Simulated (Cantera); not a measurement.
Feed: 1 mol Fe(CO)5, 3.9 mol CO, 1.1 mol N2, held at 101000 Pa.

Method: chemical equilibrium by Gibbs-energy minimisation in Cantera with the NASA 1993 tables (ideal gas, pure condensed phases). Candidate condensed phases: C, Fe, Fe(CO)5, FeO, Fe2O3, Fe3O4; 27 gas species. Condensed phases not in the tables: cementite and carbon dissolved in iron. Equilibrium is a limit: real reactors are often held back by kinetics, nucleation or transport. All values below are at 1173 K.

Base state: CO 0.866, N2 0.112, CO2 0.0212 (mole fractions); condensed: C(graphite) + Fe(α).

What changes in the equilibrium state with this change: Fe(CO)5 replaced by Pb?


```tsv
species	before	after
CO	0.866	0.760
N2	0.112	0.223
CO2	0.0212	0.0163
Pb	0	0.000416
C(graphite), mol	0.208	0.0803
Fe(α), mol	1.00	0
Pb(l), mol	0	0.998
```
Further candidate phases: Pb, PbO, PbO2, Pb3O4.
